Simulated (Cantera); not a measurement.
A Cantera script and its output.

```python
import numpy as np
import cantera as ct

gas = ct.Solution("gri30.yaml")
gas.TPX = 1025, 560, {'H2': 0.032, 'O2': 1}
reactor = ct.IdealGasConstPressureReactor(gas, energy="off", clone=False)
net = ct.ReactorNet([reactor])
net.rtol, net.atol = 1e-08, 1e-18
show = ['H2', 'O2', 'HO2', 'OH', 'H2O', 'O', 'H2O2']
times = np.geomspace(0.0003, 300, 14)

steps = ct.SolutionArray(gas, extra=["t"])
rows = []
print(f"{'t/s':>10s}{'T/K':>9s}{'P/Pa':>11s}" + "".join(f"{s:>11s}" for s in show))
for t in times:
    while net.time < t:
        t_next = net.step()
        steps.append(gas.state, t=t_next)
    rows.append([np.interp(t, steps.t, y) for y in (steps.T, steps.P, *steps(*show).X.T)])
    print(f"{t:10.3e}{rows[-1][0]:9.1f}{rows[-1][1]:11.4g}" + "".join(f"{x:11.3e}" for x in rows[-1][2:]))
rate = np.gradient(steps.T, steps.t)
print("integrator steps:", len(steps.t))
if steps.T.max() > steps.T[0] + 200:
    print(f"time of steepest temperature rise: {steps.t[rate.argmax()]:.4e} s")
gas.TPX = 1025, 560, {'H2': 0.032, 'O2': 1}
gas.equilibrate("TP")
print(f"equilibrium (TP): T = {gas.T:.1f} K  " + "  ".join(f"{s} {gas[s].X[0]:.3e}" for s in show))
```

Result:

```
       t/s      T/K       P/Pa         H2         O2        HO2         OH        H2O          O       H2O2
 3.000e-04   1025.0        560  3.101e-02  9.690e-01  7.171e-11  2.453e-11  7.894e-12  2.934e-11  1.936e-15
 8.683e-04   1025.0        560  3.101e-02  9.690e-01  2.081e-10  1.288e-10  1.251e-10  1.946e-10  1.623e-14
 2.513e-03   1025.0        560  3.101e-02  9.690e-01  6.121e-10  1.145e-09  2.484e-09  2.130e-09  1.370e-13
 7.273e-03   1025.0        560  3.101e-02  9.690e-01  3.997e-09  1.822e-07  4.967e-07  3.517e-07  1.517e-12
 2.105e-02   1025.0        560  5.915e-03  9.519e-01  2.385e-06  2.537e-03  2.028e-02  1.222e-02  1.025e-07
 6.093e-02   1025.0        560  3.133e-04  9.511e-01  1.845e-06  1.055e-03  2.856e-02  1.548e-02  2.203e-08
 1.763e-01   1025.0        560  1.612e-04  9.598e-01  1.530e-06  7.532e-04  3.016e-02  7.891e-03  2.337e-08
 5.104e-01   1025.0        560  4.303e-05  9.662e-01  9.282e-07  3.868e-04  3.113e-02  2.107e-03  2.307e-08
 1.477e+00   1025.0        560  6.684e-06  9.681e-01  3.600e-07  1.538e-04  3.140e-02  3.344e-04  1.781e-08
 4.275e+00   1025.0        560  9.113e-07  9.684e-01  9.642e-08  5.782e-05  3.146e-02  4.698e-05  9.689e-09
 1.237e+01   1025.0        560  1.439e-07  9.685e-01  2.215e-08  2.334e-05  3.148e-02  7.620e-06  4.003e-09
 3.581e+01   1025.0        560  2.859e-08  9.685e-01  5.333e-09  1.053e-05  3.149e-02  1.548e-06  1.443e-09
 1.037e+02   1025.0        560  6.943e-09  9.685e-01  1.485e-09  5.228e-06  3.149e-02  3.821e-07  4.967e-10
 3.000e+02   1025.0        560  1.939e-09  9.685e-01  5.479e-10  2.776e-06  3.149e-02  1.078e-07  1.696e-10
integrator steps: 2095
equilibrium (TP): T = 1025.0 K  H2 7.786e-11  O2 9.685e-01  HO2 6.645e-10  OH 5.585e-07  H2O 3.150e-02  O 4.368e-09  H2O2 8.927e-12
```

Model: GRI-Mech 3.0 (53 species, 325 reactions), integrated in Cantera. Radical loss at walls, strong at low pressure, is not modelled.
